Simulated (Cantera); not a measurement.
A Cantera script and what it prints.

```python
import numpy as np
import cantera as ct

gas_names = [...]  # 113 gases of nasa_gas.yaml made of C, H, O, Pb
cond_names = """
    C(gr) C6H6(L) C7H8(L) C8H18(L),n-octa H2O(s) H2O(L) Pb(cr) Pb(L) PbO(rd) PbO(yw) PbO(L) PbO2(s)
    Pb3O4(s)
""".split()


# ... load() reads the species with a 1 bar reference pressure and builds the phases ...
atoms = {
    'PbO': {'Pb': 1, 'O': 1},
    'H2': {'H': 2},
    'CO': {'C': 1, 'O': 1},
}
top_T = {'C(gr)': 4500, 'Pb3O4(s)': 820}  # K; cautious upper limits of use, not melting points


# ... equilibrate(T, P, feed) seeds the gas with the atoms and calls Mixture.equilibrate('TP', solver="vcs", rtol=1e-11, max_steps=5000) ...
results = []
feed = {'PbO': 1, 'H2': 30, 'CO': 0.049}  # mol
P = 100000  # Pa
for T in [848, 923, 998, 1073, 1148, 1223, 1298, 1373, 1448, 1523]:
    mix = equilibrate(T, P, feed)
    results.append((T, P, feed, dict(zip(mix.species_names, mix.species_moles))))
    x = sorted(zip(gas.X, gas.species_names), reverse=True)
    print(f"T = {T:g} K  P = {P:g} Pa  gas = {mix.phase_moles(0):.4g} mol")
    print("   x: " + "  ".join(f"{s} {v:.3e}" for v, s in x if v > 0.0001))
    print("   condensed (mol): " + ("  ".join(f"{mix.phase(i).name} {mix.phase_moles(i):.4g}"
          for i in range(1, mix.n_phases) if mix.phase_moles(i) > 1e-12) or "none"))
```

Result:

```
T = 848 K  P = 100000 Pa  gas = 29.95 mol
   x: H2 9.634e-01  H2O 3.501e-02  CH4 1.621e-03
   condensed (mol): Pb(L) 1
T = 923 K  P = 100000 Pa  gas = 29.96 mol
   x: H2 9.635e-01  H2O 3.483e-02  CH4 1.465e-03  CO 1.588e-04
   condensed (mol): Pb(L) 0.9999
T = 998 K  P = 100000 Pa  gas = 30 mol
   x: H2 9.642e-01  H2O 3.411e-02  CH4 8.151e-04  CO 7.784e-04
   condensed (mol): Pb(L) 0.9995
T = 1073 K  P = 100000 Pa  gas = 30.04 mol
   x: H2 9.648e-01  H2O 3.346e-02  CO 1.362e-03  CH4 2.184e-04
   condensed (mol): Pb(L) 0.9978
T = 1148 K  P = 100000 Pa  gas = 30.05 mol
   x: H2 9.648e-01  H2O 3.328e-02  CO 1.538e-03  Pb 2.802e-04
   condensed (mol): Pb(L) 0.9916
T = 1223 K  P = 100000 Pa  gas = 30.08 mol
   x: H2 9.642e-01  H2O 3.322e-02  CO 1.581e-03  Pb 9.075e-04
   condensed (mol): Pb(L) 0.9727
T = 1298 K  P = 100000 Pa  gas = 30.13 mol
   x: H2 9.626e-01  H2O 3.317e-02  Pb 2.557e-03  CO 1.592e-03
   condensed (mol): Pb(L) 0.923
T = 1373 K  P = 100000 Pa  gas = 30.24 mol
   x: H2 9.589e-01  H2O 3.304e-02  Pb 6.415e-03  CO 1.593e-03
   condensed (mol): Pb(L) 0.8059
T = 1448 K  P = 100000 Pa  gas = 30.49 mol
   x: H2 9.510e-01  H2O 3.277e-02  Pb 1.459e-02  CO 1.583e-03
   condensed (mol): Pb(L) 0.5547
T = 1523 K  P = 100000 Pa  gas = 31 mol
   x: H2 9.356e-01  H2O 3.224e-02  Pb 3.055e-02  CO 1.561e-03
   condensed (mol): Pb(L) 0.05207
```

Method: chemical equilibrium by Gibbs-energy minimisation in Cantera with the NASA 1993 tables (ideal gas, pure condensed phases).
